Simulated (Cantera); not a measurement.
Mixture: 4.38 % CH3OH, 14.9 % O2, 73.2 % N2, 7.45 % H2, at 990000 Pa, adiabatic and at constant pressure. Ignition delay is the time to a rise of 400 K.

Detailed kinetics in Cantera: GRI-Mech 3.0 (53 species, 325 reactions). GRI-Mech 3.0 was tuned for natural gas; its chemistry of methanol as a main component is partial and can be far from experiment.

### Question
Predict: delay at 1050 K; delay at 1100 K; delay at 1150 K; delay at 1200 K; delay at 1250 K; delay at 1300 K; delay at 1350 K; apparent activation energy between 1250 and 1350 K.

### Answer
| Quantity | Value |
|---|---|
| delay at 1050 K | 8.62 ms |
| delay at 1100 K | 3.64 ms |
| delay at 1150 K | 1.66 ms |
| delay at 1200 K | 0.814 ms |
| delay at 1250 K | 0.420 ms |
| delay at 1300 K | 0.228 ms |
| delay at 1350 K | 0.129 ms |
| apparent activation energy between 1250 and 1350 K | 170 kJ/mol |
